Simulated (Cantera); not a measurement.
A closed system holds: 1 mol Cu, 2.5 mol F2, 0.83 mol H2, held at 623 Torr.

Method: chemical equilibrium by Gibbs-energy minimisation in Cantera with the NASA 1993 tables (ideal gas, pure condensed phases). Candidate condensed phases: Cu, CuF2; 15 gas species. Rates play no part. All values below are at 452 °C.

Base state: HF 0.712, F2 0.287, F 0.00137, H2F2 6.36e-5 (mole fractions); condensed: CuF2(s).

Task: What changes in the equilibrium state with this change: pressure from 623 Torr to 75.0 Torr?

Result: 
```json
[
 {"species": "HF", "before": "0.712", "after": "0.711"},
 {"species": "F2", "before": "0.287", "after": "0.285"},
 {"species": "F", "before": "0.00137", "after": "0.00394"},
 {"species": "H2F2", "before": "6.36e-5", "after": "7.65e-6"},
 {"species": "CuF2(s), mol", "before": "1.00", "after": "1.00"}
]
```
